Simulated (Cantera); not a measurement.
A Cantera script and its output.

```python
import numpy as np
import cantera as ct

gas = ct.Solution("gri30.yaml")
gas.TPX = 1000, 101325, {'CH4': 1, 'C2H6': 0.29, 'C3H8': 0.15, 'O2': 12.5, 'N2': 47.2}
reactor = ct.IdealGasReactor(gas, energy="on", clone=False)
net = ct.ReactorNet([reactor])
net.rtol, net.atol = 1e-08, 1e-16
show = ['CH4', 'C2H6', 'C3H8', 'NO2', 'C2H4']
times = np.geomspace(4e-06, 0.1, 15)

steps = ct.SolutionArray(gas, extra=["t"])
rows = []
print(f"{'t/s':>10s}{'T/K':>9s}{'P/Pa':>11s}" + "".join(f"{s:>11s}" for s in show))
for t in times:
    while net.time < t:
        t_next = net.step()
        steps.append(gas.state, t=t_next)
    rows.append([np.interp(t, steps.t, y) for y in (steps.T, steps.P, *steps(*show).X.T)])
    print(f"{t:10.3e}{rows[-1][0]:9.1f}{rows[-1][1]:11.4g}" + "".join(f"{x:11.3e}" for x in rows[-1][2:]))
rate = np.gradient(steps.T, steps.t)
print("integrator steps:", len(steps.t))
if steps.T.max() > steps.T[0] + 200:
    print(f"time of steepest temperature rise: {steps.t[rate.argmax()]:.4e} s")
gas.TPX = 1000, 101325, {'CH4': 1, 'C2H6': 0.29, 'C3H8': 0.15, 'O2': 12.5, 'N2': 47.2}
gas.equilibrate("UV")
print(f"equilibrium (UV): T = {gas.T:.1f} K  " + "  ".join(f"{s} {gas[s].X[0]:.3e}" for s in show))
```

It prints:

```
       t/s      T/K       P/Pa        CH4       C2H6       C3H8        NO2       C2H4
 4.000e-06   1000.0  1.013e+05  1.636e-02  4.743e-03  2.453e-03  2.712e-36  2.590e-11
 8.245e-06   1000.0  1.013e+05  1.636e-02  4.743e-03  2.453e-03  1.346e-34  7.859e-11
 1.700e-05   1000.0  1.013e+05  1.636e-02  4.743e-03  2.453e-03  4.287e-33  2.050e-10
 3.503e-05   1000.0  1.013e+05  1.636e-02  4.743e-03  2.453e-03  7.749e-32  4.767e-10
 7.221e-05   1000.0  1.013e+05  1.636e-02  4.743e-03  2.453e-03  1.006e-30  1.052e-09
 1.489e-04   1000.0  1.013e+05  1.636e-02  4.743e-03  2.453e-03  1.204e-29  2.299e-09
 3.068e-04   1000.0  1.013e+05  1.636e-02  4.743e-03  2.453e-03  1.523e-28  5.125e-09
 6.325e-04   1000.0  1.013e+05  1.636e-02  4.743e-03  2.453e-03  2.130e-27  1.197e-08
 1.304e-03   1000.0  1.013e+05  1.636e-02  4.743e-03  2.453e-03  3.514e-26  3.004e-08
 2.687e-03   1000.0  1.013e+05  1.636e-02  4.743e-03  2.453e-03  6.311e-25  8.141e-08
 5.539e-03   1000.0  1.013e+05  1.636e-02  4.743e-03  2.453e-03  1.252e-23  2.363e-07
 1.142e-02   1000.0  1.013e+05  1.636e-02  4.743e-03  2.453e-03  2.935e-22  7.650e-07
 2.354e-02   1000.0  1.013e+05  1.636e-02  4.741e-03  2.452e-03  1.420e-20  3.477e-06
 4.851e-02   1000.2  1.014e+05  1.634e-02  4.717e-03  2.438e-03  8.763e-18  4.247e-05
 1.000e-01   1087.1  1.108e+05  1.312e-02  1.790e-03  8.817e-04  5.524e-13  3.840e-03
integrator steps: 680
equilibrium (UV): T = 1871.9 K  CH4 3.019e-25  C2H6 8.812e-47  C3H8 6.123e-68  NO2 1.037e-05  C2H4 4.567e-39
```

Detailed kinetics in Cantera: GRI-Mech 3.0 (53 species, 325 reactions).
